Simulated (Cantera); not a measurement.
Feed: 1 mol MgCO3, 1.6 mol H2, 0.13 mol H2O, equilibrated at 0.880 bar.

These are equilibrium values from Cantera (NASA tables, ideal gas, pure condensed phases), not measurements of a reactor. Candidate condensed phases: C, C6H6, C7H8, C8H18, H2O, Mg, MgCO3, MgO, Mg(OH)2; 116 gas species. The numbers say what is thermodynamically allowed, not how fast it happens. All values below are at 702 °C.

Base state: H2 0.393, H2O 0.239, CO 0.185, CO2 0.180, CH4 0.00275 (mole fractions); condensed: MgO(s).

**Question.** What changes in the equilibrium state with this change: pressure from 0.880 bar to 0.133 bar?

**Answer.** 
```csv
species,before,after
H2,0.393,0.398
H2O,0.239,0.236
CO,0.185,0.188
CH4,0.00275,6.74e-5
CO2,0.180,0.178
"MgO(s), mol",1.00,1.00
```
